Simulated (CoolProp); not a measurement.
Values from CoolProp's reference Helmholtz-energy equation of state, Lemmon 2006. It is a short technical equation, of lower accuracy than the large ones.

Q: Give the vapour pressure (bar), enthalpy of vaporisation (kJ/kg), liquid cp (kJ/(kg K)), liquid viscosity (µPa s) of saturated toluene at 543.1 K.

A: 
| T (K) | p (bar) | enthalpy of vaporisation (kJ/kg) | liquid cp (kJ/(kg K)) | liquid viscosity (µPa s) |
|---|---|---|---|---|
| 543.1 | 22.1 | 202 | 2.92 | 83.8 |

Viscosity comes from a separate model (Avgeri 2015).
